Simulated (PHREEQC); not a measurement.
Solution (15 °C): 14 mmol/kgw CdSO4, 0.69 mmol/kgw NaOH, 0.36 mmol/kgw H2SO4 and 8.2 mmol/kgw NaCl. Closed to the air; pH follows from the charge balance.

Model: ion-association model, wateq4f.dat, run in PHREEQC.

No solid was allowed to form.

Problem. Order these S species by the share of S that they hold, largest first: NaSO4-, Cd(SO4)2-2, CdSO4, SO4-2.

Solution. SO4-2 (63 %), CdSO4 (29 %), Cd(SO4)2-2 (6.3 %), NaSO4- (1.3 %)

Problem. Order these Cl species by the share of Cl that they hold, largest first: CdCl+, CdCl2, Cl-.

Solution. Cl- (75 %), CdCl+ (24 %), CdCl2 (0.82 %)

The pH is 4.72 and the ionic strength 0.0422 mol/kgw.
